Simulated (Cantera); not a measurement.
Cantera run:

```python
import numpy as np
import cantera as ct

gas_names = [...]  # 95 gases of nasa_gas.yaml made of C, F, H
cond_names = """
    C(gr) C6H6(L) C7H8(L) C8H18(L),n-octa
""".split()


# ... load() reads the species with a 1 bar reference pressure and builds the phases ...
atoms = {
    'C2F6': {'C': 2, 'F': 6},
    'H2': {'H': 2},
    'F2': {'F': 2},
}
top_T = {'C(gr)': 4500}  # K; cautious upper limits of use, not melting points


# ... equilibrate(T, P, feed) seeds the gas with the atoms and calls Mixture.equilibrate('TP', solver="gibbs", rtol=1e-10, max_steps=50000) ...
results = []
P = 92  # Pa
for T in [2000, 2075, 2150, 2225, 2300, 2375, 2450, 2525, 2600, 2675, 2750, 2825]:
    for m in [0.24, 0.42, 0.73, 1.3, 2.2, 3.8, 6.6]:
        feed = {'C2F6': 1, 'H2': m, 'F2': 1.4}  # mol
        mix = equilibrate(T, P, feed)
        results.append((T, P, feed, dict(zip(mix.species_names, mix.species_moles))))

for T, P, feed, n in results:
    print(f"{T:7g} {feed['H2']:10.4g}  " + (" + ".join(c for c in cond_names if n.get(c, 0) > 1e-12) or "gas only"))
```

Output:

```
   2000       0.24  gas only
   2000       0.42  gas only
   2000       0.73  gas only
   2000        1.3  C(gr)
   2000        2.2  C(gr)
   2000        3.8  C(gr)
   2000        6.6  C(gr)
   2075       0.24  gas only
   2075       0.42  gas only
   2075       0.73  gas only
   2075        1.3  C(gr)
   2075        2.2  C(gr)
   2075        3.8  C(gr)
   2075        6.6  C(gr)
   2150       0.24  gas only
   2150       0.42  gas only
   2150       0.73  gas only
   2150        1.3  C(gr)
   2150        2.2  C(gr)
   2150        3.8  C(gr)
   2150        6.6  C(gr)
   2225       0.24  gas only
   2225       0.42  gas only
   2225       0.73  C(gr)
   2225        1.3  C(gr)
   2225        2.2  C(gr)
   2225        3.8  C(gr)
   2225        6.6  C(gr)
   2300       0.24  C(gr)
   2300       0.42  C(gr)
   2300       0.73  C(gr)
   2300        1.3  C(gr)
   2300        2.2  C(gr)
   2300        3.8  C(gr)
   2300        6.6  C(gr)
   2375       0.24  C(gr)
   2375       0.42  C(gr)
   2375       0.73  C(gr)
   2375        1.3  C(gr)
   2375        2.2  C(gr)
   2375        3.8  C(gr)
   2375        6.6  C(gr)
   2450       0.24  C(gr)
   2450       0.42  C(gr)
   2450       0.73  C(gr)
   2450        1.3  C(gr)
   2450        2.2  C(gr)
   2450        3.8  C(gr)
   2450        6.6  C(gr)
   2525       0.24  C(gr)
   2525       0.42  C(gr)
   2525       0.73  C(gr)
   2525        1.3  C(gr)
   2525        2.2  C(gr)
   2525        3.8  C(gr)
   2525        6.6  C(gr)
   2600       0.24  C(gr)
   2600       0.42  C(gr)
   2600       0.73  C(gr)
   2600        1.3  C(gr)
   2600        2.2  C(gr)
   2600        3.8  C(gr)
   2600        6.6  C(gr)
   2675       0.24  C(gr)
   2675       0.42  C(gr)
   2675       0.73  C(gr)
   2675        1.3  C(gr)
   2675        2.2  C(gr)
   2675        3.8  C(gr)
   2675        6.6  C(gr)
   2750       0.24  C(gr)
   2750       0.42  C(gr)
   2750       0.73  C(gr)
   2750        1.3  C(gr)
   2750        2.2  C(gr)
   2750        3.8  C(gr)
   2750        6.6  C(gr)
   2825       0.24  gas only
   2825       0.42  gas only
   2825       0.73  gas only
   2825        1.3  gas only
   2825        2.2  C(gr)
   2825        3.8  C(gr)
   2825        6.6  gas only
```

Method: chemical equilibrium by Gibbs-energy minimisation in Cantera with the NASA 1993 tables (ideal gas, pure condensed phases). The feed counts by its element totals alone.
